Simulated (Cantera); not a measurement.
Equilibrium for fluorocarbon and chlorocarbon gases: CF₄ + F₂

Feed: 1 mol CF₄, 0.05 mol F₂, held at 2175 K and 13.3 mbar.

Equilibrium computed with Cantera from the NASA thermochemical tables; the gas is ideal and each condensed phase is pure. Candidate condensed phases: C; 13 gas species. Gases not in the tables: C₂F₆ and larger saturated fluorocarbons. Kinetics and transport are ignored.

```
Property                                    Value
--------------------------------------  ---------
x(CF₄)                                      0.674
x(F)                                        0.239
x(CF₂)                                     0.0766
x(CF₃)                                    0.00953
x(CF)                                    0.000160
x(F₂)                                     1.57e-6
x(C₂F₄)                                   1.00e-6
gas amount                              1.315 mol
log10 activity of C(graphite) (absent)      -1.18
```
